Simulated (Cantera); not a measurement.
Input: 1 mol HMDSO, 0.13 mol O3, equilibrated at 2000 K and 850 Pa.

Equilibrium computed with Cantera from the NASA thermochemical tables; the gas is ideal and each condensed phase is pure. Candidate condensed phases: C, C6H6, C7H8, C8H18, H2O, Si, SiC, SiO2; 123 gas species. The feed counts by its element totals alone. Rates play no part.

Base state: H2 0.850, CO 0.131, H 0.0163, SiO 0.00122, C2H2 (acetylene) 0.000653, Si 0.000281, SiH 1.62e-5, SiC2 1.16e-5 (mole fractions); condensed: C(graphite) + SiC(s).

### Question
What changes in the equilibrium state with this change: temperature from 2000 K to 748 K?

### Answer
| species | before | after |
|---|---|---|
| H2 | 0.850 | 0.973 |
| CH4 | 2.61e-6 | 0.0267 |
| CO | 0.131 | <1e-9 |
| H | 0.0163 | <1e-9 |
| SiO | 0.00122 | <1e-9 |
| C2H2 (acetylene) | 0.000653 | <1e-9 |
| Si | 0.000281 | <1e-9 |
| SiH | 1.62e-5 | <1e-9 |
| SiC2 | 1.16e-5 | <1e-9 |
| C(graphite), mol | 2.63 | 4.46 |
| SiC(s), mol | 1.98 | 1.30 |
| SiO2(α-quartz), mol | 0 | 0.695 |
